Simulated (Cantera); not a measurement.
Charge: 1 mol C₂H₅OH, 1.9 mol O₂, at 2773.15 K and 35.0 bar.

Method: chemical equilibrium by Gibbs-energy minimisation in Cantera with the NASA 1993 tables (ideal gas, pure condensed phases). Candidate condensed phases: C, C₆H₆, C₇H₈, C₈H₁₈, H₂O; 110 gas species. The ideal-gas law is rough above about 30 bar. The numbers say what is thermodynamically allowed, not how fast it happens.

Base state: H₂O 0.438, CO 0.283, H₂ 0.155, CO₂ 0.116, H 0.00495, OH 0.00383, O₂ 8.76e-5, O 7.72e-5 (mole fractions); condensed: gas only.

Task: What changes in the equilibrium state with this change: temperature from 2773.15 K to 1723.15 K?

Result: 
```tsv
species	before	after
H₂O	0.438	0.409
CO	0.283	0.249
H₂	0.155	0.191
CO₂	0.116	0.151
O₂	8.76e-5	<1e-9
O	7.72e-5	<1e-9
OH	0.00383	1.58e-6
H	0.00495	1.35e-5
```

Task: What changes in the equilibrium state with this change: temperature from 2773.15 K to 2498 K?

Result: 
```tsv
species	before	after
H₂O	0.438	0.437
CO	0.283	0.278
H₂	0.155	0.161
CO₂	0.116	0.122
O₂	8.76e-5	7.28e-6
O	7.72e-5	6.54e-6
```

Task: What changes in the equilibrium state with this change: temperature from 2773.15 K to 1250 K?

Result: 
| species | before | after |
|---|---|---|
| H₂O | 0.438 | 0.364 |
| H₂ | 0.155 | 0.235 |
| CO | 0.283 | 0.201 |
| CO₂ | 0.116 | 0.199 |
| OH | 0.00383 | <1e-9 |
| CH₄ | 3.97e-9 | 0.00145 |
| H | 0.00495 | 3.96e-8 |
| O₂ | 8.76e-5 | <1e-9 |
